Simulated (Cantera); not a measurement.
Input (Python, Cantera):

```python
import numpy as np
import cantera as ct

gas = ct.Solution("gri30.yaml")
gas.TP = 300, 41000
flame = ct.CounterflowDiffusionFlame(gas, width=0.02)
flame.fuel_inlet.X, flame.fuel_inlet.T = {'CH3OH': 1}, 500
flame.oxidizer_inlet.X, flame.oxidizer_inlet.T = {'O2': 0.24, 'N2': 0.76}, 625
flame.set_refine_criteria(ratio=3, slope=0.12, curve=0.24, prune=0.03)
show = ['OH', 'H', 'NO', 'CO', 'C2H2']

rows = []
print(f"{'mdot':>8s}{'a_max':>10s}{'a_mean':>10s}{'Tmax/K':>9s}" + "".join(f"{s:>11s}" for s in show) + "   (peak mole fractions)")
for i, mdot in enumerate([0.1, 0.17, 0.28, 0.47, 0.77, 1.3, 2.1]):  # kg/m2/s on the oxidiser side
    flame.oxidizer_inlet.mdot, flame.fuel_inlet.mdot = mdot, 1.2 * mdot
    flame.solve(loglevel=0, auto=(i == 0))
    if flame.T.max() < max(500, 625) + 100:
        print(f"{mdot:8.3g}  no burning solution found from the previous one")
        break
    dT = np.abs(np.gradient(flame.T, flame.grid))
    rows.append([flame.strain_rate("max"), flame.strain_rate("mean"), flame.T.max(),
                 *(flame.X[gas.species_index(s)].max() for s in show), max(dT[0], dT[-1]) / dT.max()])
    print(f"{mdot:8.3g}{rows[-1][0]:10.1f}{rows[-1][1]:10.1f}{rows[-1][2]:9.1f}" + "".join(f"{x:11.3e}" for x in rows[-1][3:-1]))
```

Output:

```
    mdot     a_max    a_mean   Tmax/K         OH          H         NO         CO       C2H2   (peak mole fractions)
     0.1     196.2      40.9   2085.7  1.536e-02  1.455e-02  7.983e-05  2.098e-01  4.374e-04
    0.17     309.3      69.5   2007.7  1.483e-02  1.637e-02  5.130e-05  2.059e-01  5.778e-04
    0.28     482.8     114.4   1931.6  1.391e-02  1.785e-02  3.664e-05  2.006e-01  7.100e-04
    0.47     777.1     192.1   1865.5  1.306e-02  1.923e-02  2.779e-05  1.961e-01  8.267e-04
    0.77    1233.9     314.6   1807.0  1.193e-02  2.013e-02  2.087e-05  1.907e-01  8.585e-04
     1.3    2030.6     531.2   1751.1  1.043e-02  2.022e-02  1.416e-05  1.841e-01  7.472e-04
     2.1    3215.9     858.1   1708.8  8.943e-03  1.924e-02  8.850e-06  1.786e-01  5.186e-04
```

Computed with Cantera and GRI-Mech 3.0 (53 species, 325 reactions). GRI-Mech 3.0 was tuned for natural gas; its chemistry of methanol as a main component is partial and can be far from experiment. GRI-Mech 3.0 has no aromatics or soot, which form on the fuel side of real flames. The maximum strain rate includes the flame's own expansion and is several times the mean.
